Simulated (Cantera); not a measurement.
Source: NASA polynomial tables (part measured, part estimated), evaluated in Cantera. Values are per mole of reaction as written; species without (g) are pure solids or liquids, kept so even where they would boil at 1 bar.

a) 4 Al + O₂(g) = 2 Al₂O(g)
b) Zr + O₂(g) = ZrO₂(g)
c) 2 B + O₂(g) = B₂O₂(g)
d) V + O₂(g) = VO₂(g)
e) 1.333 B + O₂(g) = 0.6667 B₂O₃(g)
f) 2 Pb + O₂(g) = 2 PbO(g)
g) 1.2 Ti + O₂(g) = 0.4 Ti₃O₅

Q: Order these by ΔG° at 2523 K, most negative first.

A: a (-588 kJ), g (-566 kJ), c (-502 kJ), e (-482 kJ), b (-328 kJ), d (-277 kJ), f (-135 kJ)
